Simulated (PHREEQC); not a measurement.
Consider water at 20 °C with 0.18 mol/kgw HF. It is in equilibrium with CO2 at log p = -2 (atm). Otherwise closed; pH follows from the charge balance.

The numbers come from PHREEQC with the ion-association model, phreeqc.dat.

No solid was allowed to form.

Question: What pH does the model give?

Answer: pH 1.86.

Question: In which forms is F present?

Answer: HF 88 %, HF2- 6.3 %, F- 5.3 % of the F.
